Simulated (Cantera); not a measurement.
# Stirred combustor or abatement burner

A perfectly stirred reactor is fed with 5.56 % C3H8, 25.0 % O2, 69.4 % N2, equivalence ratio 1.1, at 9000 Torr; it is adiabatic with a 475 K inlet, and is followed from long to short residence time, starting on the burning branch (τ in s: 0.09, 0.029, 0.0094, 0.003, 0.00098, 0.00032, 0.0001, 3.3e-05, 1.1e-05, 3.4e-06).

Cantera simulation using GRI-Mech 3.0 (53 species, 325 reactions); the numbers are that mechanism's predictions, not measurements. GRI-Mech 3.0 was tuned for natural gas; its chemistry of propane as a main component is partial and can be far from experiment. The pressure lies above the range GRI-Mech 3.0 was tuned for (to about 10 atm).

| τ (s) | T (K) | x C3H8 | x O2 | x N2O | x HCN | x C2H | x CH2O | x HO2 |
|---|---|---|---|---|---|---|---|---|
| 0.090 | 2657 | 1.15e-8 | 0.00257 | 5.13e-7 | 7.58e-8 | 1.77e-9 | 3.71e-8 | 1.97e-6 |
| 0.029 | 2656 | 3.57e-8 | 0.00261 | 5.15e-7 | 2.13e-7 | 5.45e-9 | 1.08e-7 | 2.00e-6 |
| 0.0094 | 2655 | 1.09e-7 | 0.00272 | 5.20e-7 | 5.96e-7 | 1.64e-8 | 3.23e-7 | 2.08e-6 |
| 0.0030 | 2651 | 3.32e-7 | 0.00304 | 5.33e-7 | 1.52e-6 | 4.85e-8 | 9.64e-7 | 2.33e-6 |
| 0.00098 | 2640 | 9.59e-7 | 0.00380 | 5.54e-7 | 3.17e-6 | 1.30e-7 | 2.69e-6 | 2.95e-6 |
| 0.00032 | 2614 | 2.65e-6 | 0.00535 | 5.75e-7 | 5.40e-6 | 3.09e-7 | 7.01e-6 | 4.33e-6 |
| 0.00010 | 2563 | 7.29e-6 | 0.00820 | 5.80e-7 | 8.08e-6 | 6.69e-7 | 1.79e-5 | 7.36e-6 |
| 3.3e-5 | 2489 | 1.92e-5 | 0.0126 | 5.59e-7 | 1.13e-5 | 1.28e-6 | 4.36e-5 | 1.34e-5 |
| 1.1e-5 | 2383 | 5.60e-5 | 0.0200 | 5.09e-7 | 1.69e-5 | 2.52e-6 | 0.000115 | 2.79e-5 |
| 3.4e-6 | 475 | 0.0556 | 0.250 | <1e-12 | <1e-12 | <1e-12 | <1e-12 | <1e-12 |
x: mole fraction; the columns are a selection and need not sum to one.
